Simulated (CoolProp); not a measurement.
Vapour-liquid equilibrium of R22 (1) + dimethyl ether (2) at 316.9 K; x and y are mole fractions of (1).

Computed with CoolProp (multi-fluid Helmholtz-energy mixture model, Kamei 1995 and Wu 2011; pair parameters Bell 2016).

```tsv
x	bubble pressure, mixture model (MPa)	bubble pressure, Raoult's law (MPa)	y, mixture model	y, Raoult's law
0.05	0.9707	1.014	0.044	0.083
0.2	0.9546	1.119	0.196	0.300
0.35	0.9661	1.224	0.381	0.480
0.5	1.025	1.329	0.583	0.632
0.65	1.150	1.434	0.767	0.761
0.8	1.347	1.539	0.903	0.873
0.95	1.594	1.644	0.983	0.970
```

The largest gap from Raoult's law is -22.9 % in bubble pressure, at x = 0.5. y crosses x between x = 0.2 and 0.35: the model has an azeotrope there.

Pair parameters are fitted to limited data, so mixtures are less certain than the pure fluids.
